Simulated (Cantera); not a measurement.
## Ignition delay

Mixture: H2 : O2 : N2 = 1 : 0.862 : 3.24 (molar parts), equivalence ratio 0.58, at 16.0 bar, adiabatic and at constant volume. Ignition delay is the time to a rise of 400 K.

Cantera simulation using the H2/O2 subset of GRI-Mech 3.0, which has no nitrogen chemistry; the numbers are that mechanism's predictions, not measurements. The hydrogen kinetics of GRI-Mech 3.0 are dated; newer H2 mechanisms differ, most at raised pressure. The pressure lies above the range GRI-Mech 3.0 was tuned for (to about 10 atm). Below about 950 K walls govern HO2 and H2O2 in real vessels.

```json
[
 {"T0 (K)": "925", "delay (ms)": "52.3"},
 {"T0 (K)": "1000", "delay (ms)": "8.48"},
 {"T0 (K)": "1075", "delay (ms)": "1.67"},
 {"T0 (K)": "1150", "delay (ms)": "0.362"},
 {"T0 (K)": "1225", "delay (ms)": "0.0718"},
 {"T0 (K)": "1300", "delay (ms)": "0.00844"},
 {"T0 (K)": "1375", "delay (ms)": "0.00236"}
]
```

```json
{
  "apparent activation energy between 1225 and 1375 K": "320 kJ/mol"
}
```
